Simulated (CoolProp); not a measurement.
o-xylene at several states: Z from the reference equation and from simpler models built on Tc = 630.3 K, pc = 3.737 MPa, ω = 0.312; each cubic takes its own stable root.

Computed with CoolProp (reference Helmholtz-energy equation of state, Zhou 2012).

```json
[
 {"T (K)": "576", "p (MPa)": "2.73", "phase": "liquid", "reference": "___", "van der Waals": "0.1837", "Soave-Redlich-Kwong": "___", "Peng-Robinson": "0.1126"},
 {"T (K)": "424.9", "p (MPa)": "0.409", "phase": "liquid", "reference": "0.01611", "van der Waals": "___", "Soave-Redlich-Kwong": "___", "Peng-Robinson": "0.01611"},
 {"T (K)": "259.9", "p (MPa)": "0.351", "phase": "liquid", "reference": "___", "van der Waals": "___", "Soave-Redlich-Kwong": "___", "Peng-Robinson": "___"}
]
```

Task: What belongs in the gaps?

Result: 
- 576, reference: 0.1057
- 576, Soave-Redlich-Kwong: 0.1273
- 424.9, van der Waals: 0.9113
- 424.9, Soave-Redlich-Kwong: 0.01821
- 259.9, reference: 0.01899
- 259.9, van der Waals: 0.03317
- 259.9, Soave-Redlich-Kwong: 0.02187
- 259.9, Peng-Robinson: 0.01950

At some of these states van der Waals gives the other phase, because its saturation line lies elsewhere.
